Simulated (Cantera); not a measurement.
Input: 1 mol Si, 1.2 mol HCl, 1.3 mol H2, at 650 K and 1730 Torr.

Method: chemical equilibrium by Gibbs-energy minimisation in Cantera with the NASA 1993 tables (ideal gas, pure condensed phases). Candidate condensed phases: Si; 19 gas species. Rates play no part.

Base state: H2 0.842, SiCl4 0.0860, SiHCl3 0.0684, SiH2Cl2 0.00316, HCl 8.60e-5, SiH3Cl 3.00e-5 (mole fractions); condensed: Si(s).

Question: What changes in the equilibrium state with this change: HCl from 1.2 to 5.7 mol?

Answer: 
```json
[
 {"species": "H2", "before": "0.842", "after": "0.550"},
 {"species": "HCl", "before": "8.60e-5", "after": "0.283"},
 {"species": "SiCl4", "before": "0.0860", "after": "0.167"},
 {"species": "SiHCl3", "before": "0.0684", "after": "2.63e-5"},
 {"species": "SiH2Cl2", "before": "0.00316", "after": "<1e-9"},
 {"species": "SiH3Cl", "before": "3.00e-5", "after": "<1e-9"},
 {"species": "Si(s), mol", "before": "0.660", "after": "0"}
]
```
